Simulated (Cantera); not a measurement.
Input: 1 mol SiHCl3, 0.46 mol HCl, 4 mol H2, 1.3 mol C2H2, held at 777 °C and 2.20 mbar.

Method: chemical equilibrium by Gibbs-energy minimisation in Cantera with the NASA 1993 tables (ideal gas, pure condensed phases). The tables' values for SiCl3 are old estimates; treat these amounts as uncertain. The numbers say what is thermodynamically allowed, not how fast it happens.

```csv
species,before,after
H2,0.641,0.688
HCl,0.325,0.258
SiCl4,0.0330,0.0514
CH4,5.17e-5,0.000271
SiHCl3,0.000675,0.00142
SiCl2,0.000183,0.000107
SiCl3,0.000576,0.000551
"C(graphite), mol",1.86,1.99
"SiC(s), mol",0.742,0.606
```
Gas species are given as mole fractions.

Task: Which change was made?
(A) temperature from 777 °C to 1527 °C
(B) H2 from 4 to 1200 mol
(C) pressure from 2.20 mbar to 10.0 mbar
(D) H2 from 4 to 15 mol

Result: C, pressure from 2.20 mbar to 10.0 mbar
